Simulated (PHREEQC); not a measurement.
## Nickel, zinc or cadmium bath: speciation

Consider water at 35 °C with 0.0069 mol CdCl2, 0.045 mol NaCl and 0.00041 mol MnSO4 per kg of water. It is in equilibrium with CO2 at log p = -2 (atm). Otherwise closed; pH follows from the charge balance.

Equilibrium calculation in PHREEQC: ion-association model, phreeqc.dat.

```yaml
pH: 4.93
ionic_strength: 0.0565 mol/kgw
density: 0.997 g/cm³
```

```tsv
species	molality	activity	log γ
Cl-	0.0531	0.0427	-0.095
Na+	0.0450	0.0367	-0.089
CdCl+	0.00429	0.00348	-0.091
Cd+2	0.00191	0.000827	-0.364
CdCl2	0.000634	0.000642	0.006
Mn+2	0.000368	0.000170	-0.336
SO4-2	0.000333	0.000146	-0.357
CO2	0.000262	0.000265	0.006
CdSO4	3.66e-5	3.70e-5	0.006
MnCl+	3.62e-5	2.95e-5	-0.089
NaSO4-	3.49e-5	2.86e-5	-0.087
CdCl3-	2.47e-5	2.00e-5	-0.091
H+	1.40e-5	1.19e-5	-0.072
HCO3-	1.33e-5	1.09e-5	-0.087
```

Precipitation was switched off in this run.
